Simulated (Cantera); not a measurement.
**Equilibrium for silicon nitride deposition: trisilylamine + N₂**

Input: 1 mol trisilylamine, 6.6 mol N₂, at 28.0 Pa.

Method: chemical equilibrium by Gibbs-energy minimisation in Cantera with the NASA 1993 tables (ideal gas, pure condensed phases). Candidate condensed phases: Si, Si₃N₄; 18 gas species. The feed counts by its element totals alone. The numbers say what is thermodynamically allowed, not how fast it happens.

From 723 K to 1548 K the condensed part is Si₃N₄(s). At 1623 K the condensed part is Si(s).

| T (K) | log p N₂ | log p H₂ | log p H | log p Si | n Si₃N₄(s) | n Si(s) |
|---|---|---|---|---|---|---|
| 723 | -3.83 | -3.88 | -15.01 | <-15 | 1.00 | 0 |
| 798 | -3.83 | -3.88 | -13.52 | <-15 | 1.00 | 0 |
| 873 | -3.83 | -3.88 | -12.27 | <-15 | 1.00 | 0 |
| 948 | -3.83 | -3.88 | -11.22 | <-15 | 1.00 | 0 |
| 1023 | -3.83 | -3.88 | -10.32 | <-15 | 1.00 | 0 |
| 1098 | -3.83 | -3.88 | -9.55 | <-15 | 1.00 | 0 |
| 1173 | -3.83 | -3.88 | -8.87 | -15.03 | 1.00 | 0 |
| 1248 | -3.83 | -3.88 | -8.27 | -13.17 | 1.00 | 0 |
| 1323 | -3.83 | -3.88 | -7.74 | -11.53 | 1.00 | 0 |
| 1398 | -3.83 | -3.88 | -7.27 | -10.06 | 1.000 | 0 |
| 1473 | -3.83 | -3.88 | -6.84 | -8.75 | 1.000 | 0 |
| 1548 | -3.83 | -3.88 | -6.45 | -7.56 | 1.000 | 0 |
| 1623 | -3.77 | -3.97 | -6.14 | -6.81 | 0 | 2.99 |
log p: log10 of the partial pressure in bar; n: condensed amount in mol.
